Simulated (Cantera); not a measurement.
An isothermal, constant-pressure homogeneous reactor starts with CH₄ : H₂ = 0.031 : 1 (molar parts), at 1700 K and 9.75 Torr.

Cantera simulation using GRI-Mech 3.0 (53 species, 325 reactions); the numbers are that mechanism's predictions, not measurements. GRI-Mech 3.0 stops at C3 and has no aromatics, soot or wall deposition, so with more carbon than oxygen in the feed, carbon stays in small species such as C2H2 where larger ones or solid carbon would form. Radical loss at walls, strong at low pressure, is not modelled.

One state of this run: x CH₄ = 0.0194; x H₂ = 0.974; x C₂H = 2.96e-8; x H = 0.00105; x C₂H₂ = 0.00493; x CH₂ = 4.17e-7. x: mole fraction; the columns are a selection and need not sum to one.

Problem. Which value of t (s) does it belong to?
(A) 0.516
(B) 0.0451
(C) 0.00116
(D) 3.00e-5

Solution. A, 0.516
